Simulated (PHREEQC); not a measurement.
A solution holds 32.4 mmol/kgw TMAH, at 20 °C. Closed to the air; pH follows from the charge balance.

Model: ion-association model, phreeqc.dat, run in PHREEQC.

```json
{
  "pH": "12.60",
  "ionic_strength": "0.0324 mol/kgw",
  "total_alkalinity": "32.4 meq/kg"
}
```

| species | molality | activity | log γ |
|---|---|---|---|
| OH- | 0.0324 | 0.0272 | -0.075 |
| (CH3)4N+ | 0.0324 | 0.0273 | -0.074 |

Precipitation was switched off in this run. (CH3)4N+ isn't in the database: it is added as a free cation with an ion size of 4 Å.
